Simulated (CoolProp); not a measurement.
n-hexane at 505.35 K and 4.31 MPa is throttled through a valve to 0.892 MPa with no heat exchange. Each further row changes one setting.

The numbers come from the reference Helmholtz-energy equation of state, Thol 2019 in CoolProp.

```tsv
case	temperature change (K)	final phase	final density (kg/m³)
as stated	___	___	___
outlet pressure 0.268 MPa	___	___	7.13
outlet pressure 1.16 MPa	___	___	___
```

**Question.** Some entries are withheld; supply them.

**Answer.** 
- as stated, temperature change (K): -73.4
- as stated, final phase: two-phase, vapour fraction 0.957
- as stated, final density (kg/m³): 28.6
- outlet pressure 0.268 MPa, temperature change (K): -88.7
- outlet pressure 0.268 MPa, final phase: gas
- outlet pressure 1.16 MPa, temperature change (K): -58.9
- outlet pressure 1.16 MPa, final phase: two-phase, vapour fraction 0.845
- outlet pressure 1.16 MPa, final density (kg/m³): 42.8
